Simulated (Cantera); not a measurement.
## Aluminium and copper etching: Al + Cl2 + N2 + H2O

A closed system holds: 1 mol Al, 0.61 mol Cl2, 0.45 mol N2, 0.059 mol H2O, equilibrated at 1.00 bar.

These are equilibrium values from Cantera (NASA tables, ideal gas, pure condensed phases), not measurements of a reactor. Candidate condensed phases: Al, AlCl3, AlN, Al2O3, H2O, NH4Cl; 45 gas species. Mutual solubility and eutectic melting of coexisting phases are not modelled. The tables' values for AlCl2 are old estimates; treat these amounts as uncertain. Condensed phases not in the tables: AlOCl. Rates play no part.

From 602 °C to 1202 °C the condensed part is AlN(s) + Al2O3(s). The main Al-bearing gas is AlCl3 throughout.

```json
[
 {"T (°C)": "602", "log p AlCl3": "-0.37", "log p N2": "-0.53", "log p Al2Cl6": "-0.87", "log p HCl": "-1.11", "log p H2": "-1.18", "log p AlCl2": "-7.63", "log p AlCl": "<-12", "log p NH3": "-4.87", "n AlN(s)": "0.569", "n Al2O3(s)": "0.0197"},
 {"T (°C)": "652", "log p AlCl3": "-0.30", "log p N2": "-0.55", "log p Al2Cl6": "-1.11", "log p HCl": "-1.12", "log p H2": "-1.21", "log p AlCl2": "-6.89", "log p AlCl": "-11.04", "log p NH3": "-5.10", "n AlN(s)": "0.569", "n Al2O3(s)": "0.0197"},
 {"T (°C)": "702", "log p AlCl3": "-0.26", "log p N2": "-0.57", "log p Al2Cl6": "-1.36", "log p HCl": "-1.13", "log p H2": "-1.23", "log p AlCl2": "-6.25", "log p AlCl": "-10.01", "log p NH3": "-5.29", "n AlN(s)": "0.569", "n Al2O3(s)": "0.0197"},
 {"T (°C)": "752", "log p AlCl3": "-0.24", "log p N2": "-0.58", "log p Al2Cl6": "-1.62", "log p HCl": "-1.14", "log p H2": "-1.23", "log p AlCl2": "-5.68", "log p AlCl": "-9.09", "log p NH3": "-5.45", "n AlN(s)": "0.569", "n Al2O3(s)": "0.0197"},
 {"T (°C)": "802", "log p AlCl3": "-0.23", "log p N2": "-0.58", "log p Al2Cl6": "-1.87", "log p HCl": "-1.15", "log p H2": "-1.24", "log p AlCl2": "-5.18", "log p AlCl": "-8.25", "log p NH3": "-5.58", "n AlN(s)": "0.569", "n Al2O3(s)": "0.0197"},
 {"T (°C)": "852", "log p AlCl3": "-0.22", "log p N2": "-0.58", "log p Al2Cl6": "-2.10", "log p HCl": "-1.16", "log p H2": "-1.23", "log p AlCl2": "-4.72", "log p AlCl": "-7.50", "log p NH3": "-5.70", "n AlN(s)": "0.569", "n Al2O3(s)": "0.0197"},
 {"T (°C)": "902", "log p AlCl3": "-0.22", "log p N2": "-0.58", "log p Al2Cl6": "-2.32", "log p HCl": "-1.16", "log p H2": "-1.23", "log p AlCl2": "-4.30", "log p AlCl": "-6.81", "log p NH3": "-5.81", "n AlN(s)": "0.569", "n Al2O3(s)": "0.0197"},
 {"T (°C)": "952", "log p AlCl3": "-0.21", "log p N2": "-0.58", "log p Al2Cl6": "-2.52", "log p HCl": "-1.17", "log p H2": "-1.23", "log p AlCl2": "-3.92", "log p AlCl": "-6.18", "log p NH3": "-5.91", "n AlN(s)": "0.568", "n Al2O3(s)": "0.0197"},
 {"T (°C)": "1002", "log p AlCl3": "-0.21", "log p N2": "-0.58", "log p Al2Cl6": "-2.70", "log p HCl": "-1.18", "log p H2": "-1.23", "log p AlCl2": "-3.57", "log p AlCl": "-5.60", "log p NH3": "-6.00", "n AlN(s)": "0.568", "n Al2O3(s)": "0.0197"},
 {"T (°C)": "1052", "log p AlCl3": "-0.21", "log p N2": "-0.58", "log p Al2Cl6": "-2.87", "log p HCl": "-1.18", "log p H2": "-1.22", "log p AlCl2": "-3.24", "log p AlCl": "-5.06", "log p NH3": "-6.08", "n AlN(s)": "0.568", "n Al2O3(s)": "0.0197"},
 {"T (°C)": "1102", "log p AlCl3": "-0.21", "log p N2": "-0.58", "log p Al2Cl6": "-3.03", "log p HCl": "-1.19", "log p H2": "-1.22", "log p AlCl2": "-2.95", "log p AlCl": "-4.57", "log p NH3": "-6.16", "n AlN(s)": "0.568", "n Al2O3(s)": "0.0197"},
 {"T (°C)": "1152", "log p AlCl3": "-0.21", "log p N2": "-0.58", "log p Al2Cl6": "-3.17", "log p HCl": "-1.19", "log p H2": "-1.22", "log p AlCl2": "-2.67", "log p AlCl": "-4.11", "log p NH3": "-6.23", "n AlN(s)": "0.567", "n Al2O3(s)": "0.0197"},
 {"T (°C)": "1202", "log p AlCl3": "-0.21", "log p N2": "-0.58", "log p Al2Cl6": "-3.31", "log p HCl": "-1.20", "log p H2": "-1.22", "log p AlCl2": "-2.41", "log p AlCl": "-3.68", "log p NH3": "-6.29", "n AlN(s)": "0.567", "n Al2O3(s)": "0.0197"}
]
```
log p: log10 of the partial pressure in bar; n: condensed amount in mol.
